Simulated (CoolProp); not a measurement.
Vapour-liquid equilibrium of R124 (1) + R142b (2) at 334.2 K; x and y are mole fractions of (1).

Model: multi-fluid Helmholtz-energy mixture model, de Vries 1995 and Lemmon 2006; pair parameters Bell 2016, in CoolProp.

Give the bubble pressure and the first vapour's composition at x = 0.2, 0.65, 0.95. Is there an azeotrope?

x = 0.2: 9.166 bar, y = 0.212; x = 0.65: 9.642 bar, y = 0.673; x = 0.95: 10.13 bar, y = 0.957. No azeotrope shows between x = 0.05 and 0.95.

The pair parameters rest on a limited set of measurements; away from them the model extrapolates.
